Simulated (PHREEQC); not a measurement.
Dissolve 55 mmol/kgw H2SO4 and 130 mmol/kgw Al(NO3)3 at 35 °C. It is in equilibrium with CO2 at log p = -3.4 (atm). Otherwise closed; pH follows from the charge balance.

All values are PHREEQC results (ion-association model, phreeqc.dat), not measurements.

| quantity | before | after |
|---|---|---|
| pH | 1.13 | 1.25 |
| ionic strength (mol/kgw) | 0.696 | 0.214 |
| HSO4- (mol/kgw) | 0.0111 | 0.0381 |
| SO4-2 (mol/kgw) | 0.00524 | 0.0145 |
| HCO3- (mol/kgw) | 1.03e-10 | 1.22e-10 |

### Question
Name the change that produced these shifts.
A. 0.0062 mol/kgw NaCl added
B. Al(NO3)3 replaced by LiNO3 at the same molality
C. H2SO4 from 0.055 to 0.0275 mol/kgw

### Answer
B, Al(NO3)3 replaced by LiNO3 at the same molality

This is a speciation only: nothing precipitates in the calculation.
